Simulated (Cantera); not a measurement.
Cantera run, input and output.

```python
import numpy as np
import cantera as ct

gas = ct.Solution("gri30.yaml")
gas.TPX = 573, 22000, {'CH4': 1, 'O2': 1.43, 'N2': 5.37}
flame = ct.FreeFlame(gas, width=0.12)
flame.set_refine_criteria(ratio=3, slope=0.08, curve=0.16)
flame.transport_model = "mixture-averaged"
flame.solve(loglevel=0, auto=True)
z, T = flame.grid, flame.T
thick = (T[-1] - T[0]) / np.gradient(T, z).max()
show = ['CH4', 'O2', 'O', 'H2O2', 'CH3', 'C2H4']
print(f"laminar burning velocity  {flame.velocity[0] * 100:.3f} cm/s")
print(f"burnt temperature         {T[-1]:.1f} K")
print(f"thermal thickness         {thick * 1e3:.4f} mm")
print(f"grid points               {len(z)}")
z0 = z[flame.heat_release_rate.argmax()]
print(f"{'z/mm':>9s}{'T/K':>9s}{'u/(m/s)':>9s}" + "".join(f"{s:>11s}" for s in show))
rows = []
for k in (-3, -2, -1.5, -1, -0.5, -0.25, 0, 0.25, 0.5, 1, 2, 4, 8):
    zz = z0 + k * thick
    rows.append([k * thick, np.interp(zz, z, T), np.interp(zz, z, flame.velocity),
                 *(np.interp(zz, z, flame.X[gas.species_index(s)]) for s in show)])
    print(f"{rows[-1][0] * 1e3:9.3f}{rows[-1][1]:9.1f}{rows[-1][2]:9.3f}" + "".join(f"{x:11.3e}" for x in rows[-1][3:]))
```

It prints:

```
laminar burning velocity  102.768 cm/s
burnt temperature         2150.5 K
thermal thickness         1.6314 mm
grid points               149
     z/mm      T/K  u/(m/s)        CH4         O2          O       H2O2        CH3       C2H4
   -4.894    573.2    1.031  1.278e-01  1.828e-01  8.180e-12  5.561e-09  4.326e-08  3.009e-08
   -3.263    576.1    1.041  1.269e-01  1.818e-01  1.134e-09  9.207e-08  6.442e-07  7.608e-07
   -2.447    589.2    1.071  1.249e-01  1.799e-01  1.818e-08  4.702e-07  3.633e-06  5.849e-06
   -1.631    676.1    1.246  1.168e-01  1.724e-01  4.284e-07  1.775e-06  3.630e-05  7.048e-05
   -0.816   1101.1    2.082  8.025e-02  1.338e-01  1.686e-05  3.985e-06  1.097e-03  7.416e-04
   -0.408   1480.6    2.847  4.436e-02  9.029e-02  1.001e-04  3.149e-06  4.358e-03  1.493e-03
    0.000   1819.0    3.545  1.320e-02  4.368e-02  3.511e-04  1.089e-06  5.062e-03  1.035e-03
    0.408   1991.9    3.898  2.022e-03  1.600e-02  5.860e-04  2.071e-07  1.785e-03  1.614e-04
    0.816   2045.5    3.999  2.350e-04  5.524e-03  6.331e-04  3.516e-08  3.304e-04  8.745e-06
    1.631   2065.4    4.026  3.617e-06  1.168e-03  5.866e-04  1.656e-08  7.321e-06  8.466e-09
    3.263   2073.4    4.034  9.191e-09  6.589e-04  5.269e-04  1.449e-08  2.334e-08  6.092e-12
    6.526   2082.5    4.048  3.015e-12  5.641e-04  4.579e-04  1.299e-08  7.794e-12  2.258e-15
   13.051   2096.1    4.070  1.130e-14  4.463e-04  3.614e-04  1.089e-08  3.129e-14  8.579e-19
```

Model: GRI-Mech 3.0 (53 species, 325 reactions), integrated in Cantera. Burning velocities carry a grid error of a few per cent, more on coarse grids.
